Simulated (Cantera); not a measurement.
Source: NASA polynomial tables (part measured, part estimated), evaluated in Cantera. Values are per mole of reaction as written; species without (g) are pure solids or liquids, kept so even where they would boil at 1 bar. VN: taken at fixed stoichiometry.

H₂O₂(g) + V₂O₃ → H₂(g) + V₂O₅

| T (K) | ΔH° (kJ) | ΔS° (J/K) | ΔG° (kJ) | log10 K |
|---|---|---|---|---|
| 1400 | ? | ? | ? | ? |
| 1500 | -114.2 | 21.1 | -145.8 | 5.08 |
| 1600 | -114.3 | 21.0 | -147.9 | 4.83 |
| 1700 | -114.8 | 20.7 | -150.0 | 4.61 |
| 1800 | -115.7 | 20.2 | -152.0 | 4.41 |
| 1900 | -116.9 | 19.5 | -154.0 | 4.23 |
| 2000 | -118.6 | 18.7 | -155.9 | 4.07 |
| 2100 | ? | ? | ? | ? |
| 2200 | -123.0 | 16.6 | -159.5 | 3.79 |
| 2300 | -125.8 | 15.3 | -161.1 | 3.66 |

Question: Complete the blanks.

Answer: 
- 1400, ΔH° (kJ): -114.4
- 1400, ΔS° (J/K): 20.9
- 1400, ΔG° (kJ): -143.7
- 1400, log10 K: 5.36
- 2100, ΔH° (kJ): -120.6
- 2100, ΔS° (J/K): 17.7
- 2100, ΔG° (kJ): -157.8
- 2100, log10 K: 3.92
